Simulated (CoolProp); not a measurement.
Properties of carbon monoxide at several states (Tc = 132.9 K, pc = 3.498 MPa, ω = 0.050).

Model: reference Helmholtz-energy equation of state, Lemmon 2006, in CoolProp. It is a short technical equation, of lower accuracy than the large ones.

```json
[
 {"T (K)": "245.5", "p (MPa)": "0.929", "phase": "gas", "density (kg/m³)": "12.88", "cp (kJ/(kg K))": "1.067", "speed of sound (m/s)": "319.5", "expansivity (1/kK)": "4.275", "fugacity coefficient": "0.9896"},
 {"T (K)": "462.4", "p (MPa)": "0.359", "phase": "gas", "density (kg/m³)": "2.612", "cp (kJ/(kg K))": "1.059", "speed of sound (m/s)": "437.8", "expansivity (1/kK)": "2.167", "fugacity coefficient": "1.001"},
 {"T (K)": "187.3", "p (MPa)": "0.566", "phase": "gas", "density (kg/m³)": "10.37", "cp (kJ/(kg K))": "1.072", "speed of sound (m/s)": "277.2", "expansivity (1/kK)": "5.688", "fugacity coefficient": "0.9816"},
 {"T (K)": "133.4", "p (MPa)": "0.0155", "phase": "gas", "density (kg/m³)": "0.3920", "cp (kJ/(kg K))": "1.041", "speed of sound (m/s)": "235.3", "expansivity (1/kK)": "7.528", "fugacity coefficient": "0.9985"}
]
```
